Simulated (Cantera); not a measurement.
**Equilibrium for hydrogen reduction and annealing atmospheres: FeS₂ + H₂ + N₂**

Feed: 1 mol FeS₂, 6.5 mol H₂, 1.1 mol N₂, at 750 Torr.

Equilibrium computed with Cantera from the NASA thermochemical tables; the gas is ideal and each condensed phase is pure. Candidate condensed phases: Fe, FeS, FeS₂, S; 16 gas species. FeS: taken at fixed stoichiometry. Gases not in the tables: S₃ to S₇. Kinetics and transport are ignored.

From 902 °C to 1102 °C the condensed part is FeS(s). From 1202 °C to 1602 °C the condensed part is FeS(l).

| T (°C) | x H₂ | x N₂ | x H₂S | x S₂ | n FeS(s) | n FeS(l) |
|---|---|---|---|---|---|---|
| 902 | 0.724 | 0.145 | 0.131 | 4.51e-5 | 1.00 | 0 |
| 1002 | 0.724 | 0.145 | 0.131 | 0.000192 | 1.00 | 0 |
| 1102 | 0.725 | 0.145 | 0.130 | 0.000651 | 1.00 | 0 |
| 1202 | 0.726 | 0.144 | 0.127 | 0.00182 | 0 | 1.00 |
| 1302 | 0.729 | 0.144 | 0.121 | 0.00419 | 0 | 1.000 |
| 1402 | 0.734 | 0.143 | 0.112 | 0.00804 | 0 | 1.000 |
| 1502 | 0.741 | 0.143 | 0.0995 | 0.0130 | 0 | 1.000 |
| 1602 | 0.747 | 0.142 | 0.0858 | 0.0183 | 0 | 1.000 |
x: gas mole fraction; n: condensed amount in mol.
